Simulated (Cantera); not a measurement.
A closed system holds: 1 mol Si, 0.67 mol H2O, 200 mol N2, 0.19 mol O2, equilibrated at 2073.15 K and 0.280 bar.

Method: chemical equilibrium by Gibbs-energy minimisation in Cantera with the NASA 1993 tables (ideal gas, pure condensed phases). Candidate condensed phases: H2O, Si, SiO2, Si2N2O, Si3N4; 35 gas species. Kinetics and transport are ignored.

Base state: N2 0.992, SiO 0.00496, H2 0.00294, H 0.000270, H2O 0.000242 (mole fractions); condensed: gas only.

### Question
What changes in the equilibrium state with this change: temperature from 2073.15 K to 1700 K?

### Answer
| species | before | after |
|---|---|---|
| N2 | 0.992 | 0.995 |
| H2 | 0.00294 | 0.00333 |
| SiO | 0.00496 | 0.00135 |
| H2O | 0.000242 | 2.43e-6 |
| H | 0.000270 | 1.61e-5 |
| SiO2(condensed), mol | 0 | 0.276 |
| Si2N2O(s), mol | 0 | 0.226 |
Mutual solubility and eutectic melting of coexisting phases are not modelled. The tables hold silica as quartz up to 1696 K and as liquid above; real silica turns to tridymite and cristobalite and melts near 1996 K.
